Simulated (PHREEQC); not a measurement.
Dissolve 65 mmol/kgw HF, 0.087 mmol/kgw H2SiF6, 0.072 mmol/kgw H3PO4 and 0.19 mmol/kgw HCl at 56 °C. Closed to the air; pH follows from the charge balance.

All values are PHREEQC results (ion-association model, phreeqc.dat), not measurements.

Each row changes one thing in this solution. Precipitation was switched off in this run.

```tsv
case	pH	ionic strength (mol/kgw)	F- (mol/kgw)	HPO4-2 (mol/kgw)
as made	2.27	0.00595	0.00435	6.16e-10
H2SiF6 from 8.7e-05 to 1.74e-05 mol/kgw	2.27	0.00580	0.00440	6.26e-10
H2SiF6 replaced by (NH4)2SiF6 at the same molality	2.27	0.00603	0.00442	6.32e-10
temperature from 56 to 40 °C	2.21	0.00683	0.00511	5.08e-10
HCl from 0.00019 to 3.8e-05 mol/kgw	2.27	0.00587	0.00441	6.28e-10
H2SiF6 left out	2.27	0.00576	0.00441	6.28e-10
```

Away from 25 °C the constants follow the database's enthalpies or fits; those with neither stay at their 25 °C values. SiF6-2 is the database's only silicon fluoride.
